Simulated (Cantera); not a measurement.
Cantera run:

```python
import numpy as np
import cantera as ct

gas_names = """
    N NO NO2 NO3 N2 N2O O O2 O3 Pb PbO Pb2
""".split()
cond_names = """
    Pb(cr) Pb(L) PbO(rd) PbO(yw) PbO(L) PbO2(s) Pb3O4(s)
""".split()


# ... load() reads the species with a 1 bar reference pressure and builds the phases ...
atoms = {
    'Pb': {'Pb': 1},
    'O2': {'O': 2},
    'N2': {'N': 2},
}
top_T = {'Pb3O4(s)': 820}  # K; cautious upper limits of use, not melting points


# ... equilibrate(T, P, feed) seeds the gas with the atoms and calls Mixture.equilibrate('TP', solver="vcs", rtol=1e-11, max_steps=5000) ...
results = []
feed = {'Pb': 1, 'O2': 0.02, 'N2': 0.3}  # mol
T = 1300  # K
for P in [10, 42, 180, 750, 3200, 13000, 56000, 240000, 1000000]:
    mix = equilibrate(T, P, feed)
    results.append((T, P, feed, dict(zip(mix.species_names, mix.species_moles))))

top = {s: max(r[3][s] / sum(r[3][g] for g in gas_names) for r in results) for s in gas_names}
cols = sorted((s for s in top if top[s] > 0.001), key=lambda s: -top[s])[:9]
seen = [c for c in cond_names if any(r[3].get(c, 0) > 1e-12 for r in results)]
print("log10 of partial pressures in bar; condensed amounts in mol")
print(f"{'P/Pa':>10s}" + "".join(f"{s[:9]:>10s}" for s in cols + seen))
for T, P, feed, n in results:
    ng = sum(n[g] for g in gas_names)
    print(f"{P:10.4g}" + "".join(f"{np.log10(max(n[s] / ng * P / 1e5, 1e-99)):10.3f}" for s in cols)
          + "".join(f"{n.get(c, 0):10.4g}" for c in seen))
```

Output:

```
log10 of partial pressures in bar; condensed amounts in mol
      P/Pa        N2        Pb       PbO     Pb(L)    PbO(L)
        10    -4.637    -4.132    -5.512         0         0
        42    -4.014    -3.508    -4.889         0         0
       180    -3.382    -2.876    -4.257         0         0
       750    -2.354    -2.581    -3.346     0.782  0.009391
      3200    -1.539    -2.581    -3.346    0.9328   0.03532
   1.3e+04    -0.896    -2.581    -3.346    0.9538   0.03893
   5.6e+04    -0.254    -2.581    -3.346    0.9586   0.03976
   2.4e+05     0.380    -2.581    -3.346    0.9597   0.03994
     1e+06     1.000    -2.581    -3.346    0.9599   0.03999
```

Equilibrium computed with Cantera from the NASA thermochemical tables; the gas is ideal and each condensed phase is pure. Each liquid is taken as pure. Mutual solubility and eutectic melting of coexisting phases are not modelled. Gases not in the tables: (PbO)n polymers.
